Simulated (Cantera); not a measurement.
Feed: 1 mol CH2F2, 0.081 mol H2, held at 2923 K and 0.100 bar.

Method: chemical equilibrium by Gibbs-energy minimisation in Cantera with the NASA 1993 tables (ideal gas, pure condensed phases). The numbers say what is thermodynamically allowed, not how fast it happens.

| species | before | after |
|---|---|---|
| HF | 0.910 | 0.924 |
| H | 0.0527 | 0.0437 |
| H2 | 0.0181 | 0.0202 |
| F | 0.0142 | 0.00930 |
| C5 | 1.93e-5 | 6.55e-6 |
| C2 | 0.000134 | 5.70e-5 |
| C3 | 0.00134 | 0.000578 |
| C | 0.000239 | 0.000113 |
| CF | 0.00140 | 0.000774 |
| C2H | 0.000400 | 0.000235 |
| C(graphite), mol | 0.981 | 0.989 |
Gas species are given as mole fractions.

**Question.** Which change was made?
A. CH2F2 replaced by C2F6
B. temperature from 2923 K to 3148.15 K
C. temperature from 2923 K to 2850 K
D. temperature from 2923 K to 750 K

**Answer.** C, temperature from 2923 K to 2850 K
